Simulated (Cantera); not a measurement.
Feed: 1 mol SiC, 0.59 mol O₂, a varied amount of N₂, 0.016 mol H₂O, equilibrated at 1848.15 K and 2.00 mbar.

Cantera equilibrium calculation (NASA polynomials, part measured and part estimated; ideal gas, pure solids and liquids). Candidate condensed phases: C, C₆H₆, C₇H₈, C₈H₁₈, H₂O, Si, SiC, SiO₂, Si₂N₂O, Si₃N₄; 151 gas species. The tables' values for SiN are old estimates; treat these amounts as uncertain. The numbers say what is thermodynamically allowed, not how fast it happens.

x: gas mole fraction; n: condensed amount in mol.

| n(N₂) (mol) | x N₂ | x CO | x SiO | x Si | n SiC(s) |
|---|---|---|---|---|---|
| 51 | 0.976 | 0.0120 | 0.0109 | 0.00112 | 0.370 |
| 88 | 0.985 | … | … | 0.00108 | 0.349 |
| 130 | 0.990 | 0.00510 | 0.00401 | 0.00104 | 0.328 |
| 160 | 0.991 | … | … | 0.00102 | 0.313 |
| 200 | 0.993 | 0.00349 | 0.00245 | 0.000987 | 0.294 |
| 240 | 0.994 | 0.00298 | 0.00198 | 0.000958 | 0.277 |
| 270 | 0.995 | 0.00269 | 0.00171 | 0.000938 | 0.264 |
| 310 | 0.995 | 0.00240 | 0.00144 | 0.000913 | 0.248 |
| 350 | 0.996 | 0.00217 | 0.00124 | 0.000889 | 0.233 |
| 380 | 0.996 | 0.00202 | 0.00111 | 0.000872 | 0.222 |
| 420 | 0.996 | 0.00186 | 0.000974 | 0.000851 | 0.208 |
| 460 | 0.996 | 0.00173 | 0.000862 | 0.000831 | 0.195 |

Question: Some entries are withheld; supply them.

Answer: 
- 88, x CO: 0.00726
- 88, x SiO: 0.00613
- 160, x CO: 0.00424
- 160, x SiO: 0.00317
